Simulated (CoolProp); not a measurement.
Dry air along the isotherm -133.75 °C: Z from the reference equation and from simpler models built on Tc = -140.6 °C, pc = 3.786 MPa, ω = 0.034; each cubic takes its own stable root.

The numbers come from the reference Helmholtz-energy equation of state, Lemmon 2000 in CoolProp. It is a pseudo-pure fit of the blend.

| p (MPa) | phase | reference |
|---|---|---|
| 0.379 | gas | 0.9706 |
| 0.757 | gas | 0.9400 |
| 1.14 | gas | 0.9076 |
| 1.51 | gas | 0.8747 |
| 1.89 | gas | 0.8390 |
| 2.27 | gas | 0.8008 |
| 2.65 | gas | 0.7596 |
| 3.03 | gas | 0.7147 |
| 3.41 | gas | 0.6648 |
| 3.79 | supercritical | 0.6081 |
| 4.16 | supercritical | 0.5433 |
| 4.54 | supercritical | 0.4623 |
| 4.92 | supercritical | 0.3777 |
| 5.3 | supercritical | 0.3351 |
| 5.68 | supercritical | 0.3238 |

Problem. How far does each simpler model (Redlich-Kwong, Soave-Redlich-Kwong) lie from the reference over these 15 states: mean and median of the absolute difference, and the worst?

Solution. 
- Redlich-Kwong: mean 2.0 %, median 0.2 %, worst +8.9 % at -133.75 °C and 5.68 MPa
- Soave-Redlich-Kwong: mean 2.4 %, median 0.3 %, worst +9.8 % at -133.75 °C and 5.68 MPa
